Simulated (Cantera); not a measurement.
A freely propagating, adiabatic, planar premixed flame of CH4 : O2 : N2 = 1 : 2 : 9.4 (molar parts), unburnt at 650 K and 430000 Pa; mixture-averaged transport, grid criteria slope 0.08 and curve 0.16, no radiation.

Cantera simulation using GRI-Mech 3.0 (53 species, 325 reactions); the numbers are that mechanism's predictions, not measurements. Burning velocities carry a grid error of a few per cent, more on coarse grids.

Question: How do the results move with these cheaper or finer settings: unity-Lewis-number transport; multicomponent transport; multicomponent+Soret transport; grid criteria slope 0.5, curve 1; grid criteria slope 0.25, curve 0.5; grid criteria slope 0.03, curve 0.06?

Answer: 
| setting | laminar burning velocity | thermal thickness | peak x(CH2CO) | peak x(CH2) | grid points |
|---|---|---|---|---|---|
| as above | 60.1 cm/s | 0.146 mm | 0.000169 | 3.39e-5 | 141 |
| unity-Lewis-number transport | 47.5 cm/s | 0.160 mm | 0.000107 | 3.61e-5 | 136 |
| multicomponent transport | 60.5 cm/s | 0.147 mm | 0.000173 | 3.42e-5 | 141 |
| multicomponent+Soret transport | 59.7 cm/s | 0.148 mm | 0.000171 | 3.36e-5 | 141 |
| grid criteria slope 0.5, curve 1 | 69.0 cm/s | 0.158 mm | 0.000174 | 3.28e-5 | 33 |
| grid criteria slope 0.25, curve 0.5 | 63.3 cm/s | 0.150 mm | 0.000171 | 3.39e-5 | 56 |
| grid criteria slope 0.03, curve 0.06 | 59.0 cm/s | 0.145 mm | 0.000170 | 3.39e-5 | 319 |
The base run took very roughly 7 core-seconds.
Unity Lewis numbers drop preferential diffusion, which matters most where H2 and H carry the flame; Soret adds thermal diffusion.
